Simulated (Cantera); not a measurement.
Input: 1 mol TiC, 0.34 mol C, 2.5 mol H2, at 1.00 bar.

Equilibrium computed with Cantera from the NASA thermochemical tables; the gas is ideal and each condensed phase is pure. Candidate condensed phases: C, C6H6, C7H8, C8H18, Ti, TiC; 77 gas species. TiC: taken at fixed stoichiometry. The numbers say what is thermodynamically allowed, not how fast it happens.

x: gas mole fraction; n: condensed amount in mol.

| T (°C) | x H2 | x H | x C2H2 (acetylene) | x CH4 | x C4H2 | n C(graphite) | n TiC(s) |
|---|---|---|---|---|---|---|---|
| 1727 | 0.997 | 0.00162 | 0.000766 | 0.000422 | 2.36e-7 | 0.335 | 1.00 |
| 1777 | 0.996 | ___ | ___ | ___ | ___ | 0.334 | 1.00 |
| 1827 | 0.995 | 0.00311 | 0.00144 | 0.000327 | 8.40e-7 | 0.332 | 1.00 |
| 1877 | 0.994 | 0.00420 | 0.00192 | 0.000290 | 1.51e-6 | 0.330 | 1.00 |
| 1927 | 0.992 | 0.00561 | 0.00254 | 0.000258 | 2.65e-6 | 0.326 | 1.00 |
| 1977 | 0.989 | 0.00739 | 0.00331 | 0.000231 | 4.53e-6 | 0.323 | 1.00 |
| 2027 | 0.986 | ___ | ___ | ___ | ___ | 0.318 | 1.00 |
| 2077 | 0.982 | 0.0124 | 0.00542 | 0.000188 | 1.23e-5 | 0.312 | 1.000 |
| 2127 | 0.977 | 0.0157 | 0.00681 | 0.000170 | 1.95e-5 | 0.305 | 1.000 |
| 2177 | 0.971 | 0.0198 | 0.00847 | 0.000154 | 3.05e-5 | 0.296 | 1.000 |
| 2227 | 0.965 | 0.0247 | 0.0104 | 0.000140 | 4.66e-5 | 0.286 | 1.000 |
| 2277 | 0.956 | 0.0305 | 0.0127 | 0.000127 | 7.00e-5 | 0.274 | 1.000 |
| 2327 | 0.947 | 0.0374 | 0.0154 | 0.000115 | 0.000103 | 0.260 | 1.000 |
| 2377 | 0.936 | 0.0453 | 0.0184 | 0.000105 | 0.000150 | 0.243 | 1.000 |

Q: Complete the blanks.

A: 
- 2027, x H: 0.00961
- 2027, x C2H2 (acetylene): 0.00426
- 2027, x CH4: 0.000208
- 2027, x C4H2: 7.54e-6
- 1777, x H: 0.00226
- 1777, x C2H2 (acetylene): 0.00106
- 1777, x CH4: 0.000370
- 1777, x C4H2: 4.53e-7
